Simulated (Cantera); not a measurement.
Ammonia decomposition in nitride growth gas

An isothermal, constant-pressure homogeneous reactor starts with NH₃ : H₂ = 1 : 23 (molar parts), at 2398 K and 90.0 Torr.

Computed with Cantera and the gas-phase N/H chemistry of the illustrative SiF4/NH3 mechanism in the Surface Chemkin manual (1991). Walls and surfaces, which speed up NH3 decomposition in real reactors, are not modelled.

```tsv
t (s)	x NH₃	x H₂	x NH₂	x NH	x N
9.00e-5	0.0416	0.958	5.72e-5	4.57e-7	6.93e-9
0.000288	0.0414	0.957	0.000180	4.61e-6	2.25e-7
0.000924	0.0406	0.955	0.000505	3.70e-5	5.18e-6
0.00296	0.0332	0.957	0.000628	6.99e-5	1.49e-5
0.00949	0.0144	0.965	0.000373	5.71e-5	1.67e-5
0.0304	0.000397	0.957	3.07e-5	1.43e-5	1.27e-5
0.0974	5.41e-6	0.937	8.13e-7	7.36e-7	1.27e-6
0.312	9.53e-7	0.936	1.46e-7	1.35e-7	2.36e-7
1.00	2.97e-7	0.936	4.55e-8	4.20e-8	7.36e-8
```
x: mole fraction; the columns are a selection and need not sum to one.

Equilibrium at this temperature and pressure: NH₃ 1.77e-7, H₂ 0.936, NH₂ 2.71e-8, NH 2.50e-8, N 4.39e-8 (gas phase only).
